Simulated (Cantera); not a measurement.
A closed system holds: 1 mol borazine, a varied amount of H2O, 31 mol H2, equilibrated at 848 K and 1.33 mbar.

Method: chemical equilibrium by Gibbs-energy minimisation in Cantera with the NASA 1993 tables (ideal gas, pure condensed phases). Candidate condensed phases: B, BN, B2O3, B3O3H3, H2O; 39 gas species. The feed counts by its element totals alone. Equilibrium is a limit: real reactors are often held back by kinetics, nucleation or transport.

x: gas mole fraction; n: condensed amount in mol.

| n(H2O) (mol) | x H2 | x H2O | x N2 | x (HBO2)3 | x HBO2 | x NH3 | n BN(s) | n B2O3(l) |
|---|---|---|---|---|---|---|---|---|
| 0.058 | 0.999 | 9.03e-5 | 0.000537 | 2.10e-9 | 1.54e-7 | 5.84e-8 | 2.96 | 0.0183 |
| 0.088 | 0.999 | 0.000104 | 0.000825 | 2.60e-9 | 1.66e-7 | 7.23e-8 | 2.94 | 0.0281 |
| 0.14 | 0.999 | 0.000122 | 0.00132 | 3.29e-9 | 1.79e-7 | 9.15e-8 | 2.91 | 0.0453 |
| 0.21 | 0.998 | 0.000140 | 0.00200 | 4.03e-9 | 1.92e-7 | 1.12e-7 | 2.86 | 0.0684 |
| 0.32 | 0.997 | ? | ? | ? | 2.06e-7 | ? | 2.79 | ? |
| 0.48 | 0.995 | 0.000183 | 0.00456 | 6.07e-9 | 2.20e-7 | 1.69e-7 | 2.68 | 0.158 |
| 0.74 | 0.993 | ? | ? | ? | 2.36e-7 | ? | 2.51 | ? |
| 1.1 | 0.990 | 0.000239 | 0.0103 | 9.03e-9 | 2.51e-7 | 2.51e-7 | 2.27 | 0.364 |
| 1.7 | 0.984 | 0.000273 | 0.0155 | 1.10e-8 | 2.68e-7 | 3.07e-7 | 1.87 | 0.563 |
| 2.6 | 0.977 | 0.000309 | 0.0230 | 1.33e-8 | 2.86e-7 | 3.69e-7 | 1.27 | 0.863 |
| 4 | 0.966 | 0.000347 | 0.0338 | 1.58e-8 | 3.03e-7 | 4.40e-7 | 0.342 | 1.33 |
| 6.1 | 0.925 | 0.0384 | 0.0361 | 1.84e-5 | 3.19e-6 | 4.26e-7 | 0 | 1.50 |

Task: Fill in the missing entries.

Result: 
- 0.32, x H2O: 0.000161
- 0.32, x N2: 0.00304
- 0.32, x (HBO2)3: 4.97e-9
- 0.32, x NH3: 1.38e-7
- 0.32, n B2O3(l): 0.105
- 0.74, x H2O: 0.000211
- 0.74, x N2: 0.00698
- 0.74, x (HBO2)3: 7.48e-9
- 0.74, x NH3: 2.08e-7
- 0.74, n B2O3(l): 0.244
